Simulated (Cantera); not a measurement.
Input (Python, Cantera):

```python
import numpy as np
import cantera as ct

gas = ct.Solution("gri30.yaml")
gas.TPX = 973, 13332, {'CO': 0.0016, 'O2': 0.011, 'H2O': 0.048, 'N2': 1}
reactor = ct.IdealGasConstPressureReactor(gas, energy="off", clone=False)
net = ct.ReactorNet([reactor])
net.rtol, net.atol = 1e-08, 1e-18
show = ['CO', 'O2', 'H2O', 'NO', 'H2']
times = np.geomspace(0.0006, 10, 9)

steps = ct.SolutionArray(gas, extra=["t"])
rows = []
print(f"{'t/s':>10s}{'T/K':>9s}{'P/Pa':>11s}" + "".join(f"{s:>11s}" for s in show))
for t in times:
    while net.time < t:
        t_next = net.step()
        steps.append(gas.state, t=t_next)
    rows.append([np.interp(t, steps.t, y) for y in (steps.T, steps.P, *steps(*show).X.T)])
    print(f"{t:10.3e}{rows[-1][0]:9.1f}{rows[-1][1]:11.4g}" + "".join(f"{x:11.3e}" for x in rows[-1][2:]))
rate = np.gradient(steps.T, steps.t)
print("integrator steps:", len(steps.t))
if steps.T.max() > steps.T[0] + 200:
    print(f"time of steepest temperature rise: {steps.t[rate.argmax()]:.4e} s")
gas.TPX = 973, 13332, {'CO': 0.0016, 'O2': 0.011, 'H2O': 0.048, 'N2': 1}
gas.equilibrate("TP")
print(f"equilibrium (TP): T = {gas.T:.1f} K  " + "  ".join(f"{s} {gas[s].X[0]:.3e}" for s in show))
```

Result:

```
       t/s      T/K       P/Pa         CO         O2        H2O         NO         H2
 6.000e-04    973.0  1.333e+04  1.509e-03  1.037e-02  4.526e-02  5.730e-25  2.218e-16
 2.022e-03    973.0  1.333e+04  1.509e-03  1.037e-02  4.526e-02  7.174e-24  1.473e-14
 6.817e-03    973.0  1.333e+04  1.509e-03  1.037e-02  4.526e-02  8.143e-23  7.177e-13
 2.298e-02    973.0  1.333e+04  1.509e-03  1.037e-02  4.526e-02  2.275e-21  4.117e-11
 7.746e-02    973.0  1.333e+04  1.507e-03  1.037e-02  4.526e-02  2.720e-15  1.971e-07
 2.611e-01    973.0  1.333e+04  3.915e-04  9.831e-03  4.522e-02  6.669e-10  4.386e-05
 8.801e-01    973.0  1.333e+04  3.724e-05  9.643e-03  4.528e-02  7.572e-10  3.956e-06
 2.967e+00    973.0  1.333e+04  2.923e-06  9.625e-03  4.529e-02  7.508e-10  3.130e-07
 1.000e+01    973.0  1.333e+04  1.794e-07  9.624e-03  4.529e-02  7.602e-10  2.589e-08
integrator steps: 1012
equilibrium (TP): T = 973.0 K  CO 1.006e-12  O2 9.622e-03  H2O 4.529e-02  NO 5.432e-06  H2 4.866e-11
```

Model: GRI-Mech 3.0 (53 species, 325 reactions), integrated in Cantera.
